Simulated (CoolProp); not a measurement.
C3F8 (R218) along the isotherm 362 K: fugacity coefficient from the reference equation and from simpler models built on Tc = 345.0 K, pc = 2.640 MPa, ω = 0.317; each cubic takes its own stable root.

The numbers come from the reference Helmholtz-energy equation of state, Lemmon 2006 in CoolProp. It is a short technical equation, of lower accuracy than the large ones.

| p (MPa) | phase | reference |
|---|---|---|
| 0.11 | gas | 0.9886 |
| 0.22 | gas | 0.9771 |
| 0.33 | gas | 0.9657 |
| 0.44 | gas | 0.9543 |
| 0.55 | gas | 0.9430 |
| 0.66 | gas | 0.9316 |
| 0.77 | gas | 0.9203 |
| 0.88 | gas | 0.9089 |
| 0.99 | gas | 0.8976 |
| 1.1 | gas | 0.8863 |
| 1.21 | gas | 0.8750 |
| 1.32 | gas | 0.8636 |

Q: How far does each simpler model (van der Waals, Redlich-Kwong, Soave-Redlich-Kwong) lie from the reference over these 12 states: mean and median of the absolute difference, and the worst?

A: 
- van der Waals: mean 0.3 %, median 0.3 %, worst +0.6 % at 362 K and 1.32 MPa
- Redlich-Kwong: mean 0.5 %, median 0.5 %, worst -0.9 % at 362 K and 1.32 MPa
- Soave-Redlich-Kwong: mean 0.3 %, median 0.3 %, worst -0.4 % at 362 K and 1.32 MPa
